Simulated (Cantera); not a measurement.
A closed system holds: 1 mol CHF₃, 0.65 mol HCl, 0.31 mol H₂, at 3475 K and 75.0 Torr.

Equilibrium computed with Cantera from the NASA thermochemical tables; the gas is ideal and each condensed phase is pure. Candidate condensed phases: C, C₆H₆, C₇H₈, C₈H₁₈; 118 gas species. The tables' values for CCl are old estimates; treat these amounts as uncertain. Rates play no part.

**Question.** What is the equilibrium state?

**Answer.** 
| Property | Result |
|---|---|
| x(HF) | 0.433 |
| x(F) | 0.220 |
| x(Cl) | 0.145 |
| x(H) | 0.0796 |
| x(C₃) | 0.0498 |
| x(CF) | 0.0350 |
| x(C) | 0.0147 |
| x(C₂) | 0.00939 |
| x(HCl) | 0.00557 |
| gas amount | 4.328 mol |
| log10 activity of C(graphite) (absent) | -0.23 |
